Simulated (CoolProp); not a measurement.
Vapour-liquid equilibrium of isobutane (1) + n-butane (2) at 265.3 K; x and y are mole fractions of (1).

The numbers come from the multi-fluid Helmholtz-energy mixture model, Bücker 2006 and Bücker 2006; pair parameters Kunz 2012 in CoolProp.

```
x     bubble pressure (MPa)  y at the bubble point  dew pressure at overall composition x (MPa)  liquid density (mol/L)
----  ---------------------  ---------------------  -------------------------------------------  ----------------------
0.05                0.07806                  0.075                                      0.07734                   10.46
0.15                0.08228                  0.213                                      0.08030                   10.43
0.25                0.08646                  0.337                                      0.08349                   10.39
0.35                0.09063                  0.451                                      0.08691                   10.36
0.45                0.09479                  0.554                                      0.09061                   10.32
0.55                0.09894                  0.650                                      0.09461                   10.29
0.65                 0.1031                  0.738                                      0.09895                   10.26
0.75                 0.1073                  0.820                                       0.1037                   10.22
0.85                 0.1114                  0.896                                       0.1089                   10.19
0.95                 0.1156                  0.966                                       0.1146                   10.16
```

No azeotrope shows between x = 0.05 and 0.95.

Pair parameters are fitted to limited data, so mixtures are less certain than the pure fluids.
